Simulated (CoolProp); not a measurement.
A single-stage vapour-compression cycle with dimethyl ether: evaporating at 275.15 K (dew point), condensing at 306.15 K (bubble point), superheat 2 K, subcooling 2 K, compressor efficiency 0.75, no pressure losses. Each further row changes one setting.

Values from CoolProp's reference Helmholtz-energy equation of state, Wu 2011.

```
case                              cooling COP  pressure ratio  discharge temperature (K)  refrigerating effect (kJ/kg)  volumetric capacity (kJ/m³)
--------------------------------  -----------  --------------  -------------------------  ----------------------------  ---------------------------
as stated                                5.96            2.58                      325.7                           366                         2250
evaporating temperature 280.15 K         7.35            2.18                      322.3                           371                         2680
condensing temperature 301.15 K          7.25            2.25                      318.4                           378                         2330
subcooling 7 K                           6.16            2.58                      325.7                           378                         2330
superheat 12 K                           5.93            2.58                      336.2                           381                         2240
compressor efficiency 0.65               5.16            2.58                      331.1                           366                         2250
```
